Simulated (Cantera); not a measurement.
# Cu + NH3 + H2 (metals in furnace atmospheres)

Input: 1 mol Cu, 0.79 mol NH3, 28 mol H2, equilibrated at 0.230 bar.

Equilibrium computed with Cantera from the NASA thermochemical tables; the gas is ideal and each condensed phase is pure. Candidate condensed phases: Cu; 11 gas species. Kinetics and transport are ignored.

From 1225 K to 1300 K the condensed part is Cu(s). From 1375 K to 1675 K the condensed part is Cu(l). The main Cu-bearing gas is Cu throughout.

| T (K) | log p H2 | log p N2 | log p Cu | log p H | log p NH3 | log p Cu2 | n Cu(s) | n Cu(l) |
|---|---|---|---|---|---|---|---|---|
| 1225 | -0.64 | -2.51 | -7.62 | -6.83 | -5.99 | -12.04 | 1.000 | 0 |
| 1300 | -0.64 | -2.51 | -6.80 | -6.28 | -6.13 | -10.89 | 1.000 | 0 |
| 1375 | -0.64 | -2.51 | -6.08 | -5.79 | -6.25 | -9.88 | 0 | 1.000 |
| 1450 | -0.64 | -2.51 | -5.46 | -5.35 | -6.36 | -9.02 | 0 | 1.000 |
| 1525 | -0.64 | -2.51 | -4.91 | -4.95 | -6.46 | -8.24 | 0 | 0.998 |
| 1600 | -0.64 | -2.51 | -4.40 | -4.59 | -6.55 | -7.55 | 0 | 0.995 |
| 1675 | -0.64 | -2.51 | -3.94 | -4.26 | -6.64 | -6.91 | 0 | 0.985 |
log p: log10 of the partial pressure in bar; n: condensed amount in mol.
